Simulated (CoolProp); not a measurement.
The numbers come from the reference Helmholtz-energy equation of state, Kamei 1995 in CoolProp.

Give the vapour pressure (bar), liquid density (kg/m³), vapour density (kg/m³), liquid cp (kJ/(kg K)) of saturated R22 at 195.8, 206.4 K.


```tsv
T (K)	p (bar)	liquid density (kg/m³)	vapour density (kg/m³)	liquid cp (kJ/(kg K))
195.8	0.125	1510	0.670	1.06
206.4	0.251	1480	1.28	1.07
```
